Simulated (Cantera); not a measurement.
An isothermal, constant-pressure homogeneous reactor starts with 3.03 % C2H6, 97.0 % N2, at 1523 K and 1.68 atm.

Detailed kinetics in Cantera: GRI-Mech 3.0 (53 species, 325 reactions). GRI-Mech 3.0 stops at C3 and has no aromatics, soot or wall deposition, so with more carbon than oxygen in the feed, carbon stays in small species such as C2H2 where larger ones or solid carbon would form.

One state of this run: x C2H6 = 1.19e-6; x HCN = 2.05e-7; x H = 3.73e-6; x C2H = 4.19e-9; x CH2 = 4.74e-10; x C2H4 = 0.000495; x H2 = 0.0496. x: mole fraction; the columns are a selection and need not sum to one.

Which value of t (s) does it belong to?
A. 0.200
B. 0.00100
C. 1.17
D. 40.0

C, 1.17
